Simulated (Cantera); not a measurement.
# Equilibrium for fluorocarbon and chlorocarbon gases: CF4

A closed system holds: 1 mol CF4, held at 34.0 Pa.

These are equilibrium values from Cantera (NASA tables, ideal gas, pure condensed phases), not measurements of a reactor. Candidate condensed phases: C; 13 gas species. Gases not in the tables: C2F6 and larger saturated fluorocarbons. The numbers say what is thermodynamically allowed, not how fast it happens.

From 2275 K to 2675 K the condensed part is C(graphite). From 2775 K to 2875 K nothing is condensed. The main C-bearing gas is CF2 at 2275 K and C3 at 2875 K.

| T (K) | x F | x CF2 | x CF | x C3 | x C | x C2 | n C(graphite) |
|---|---|---|---|---|---|---|---|
| 2275 | 0.834 | 0.151 | 0.0127 | 3.08e-5 | 1.63e-5 | 2.73e-6 | 0.427 |
| 2375 | 0.901 | 0.0787 | 0.0196 | 0.000188 | 8.01e-5 | 1.69e-5 | 0.632 |
| 2475 | 0.930 | 0.0399 | 0.0281 | 0.000987 | 0.000346 | 9.05e-5 | 0.724 |
| 2575 | 0.935 | 0.0203 | 0.0382 | 0.00453 | 0.00133 | 0.000424 | 0.707 |
| 2675 | 0.915 | 0.0103 | 0.0493 | 0.0185 | 0.00463 | 0.00176 | 0.497 |
| 2775 | 0.872 | 0.00464 | 0.0546 | 0.0496 | 0.0132 | 0.00536 | 0 |
| 2875 | 0.872 | 0.00175 | 0.0454 | 0.0469 | 0.0254 | 0.00787 | 0 |
x: gas mole fraction; n: condensed amount in mol.
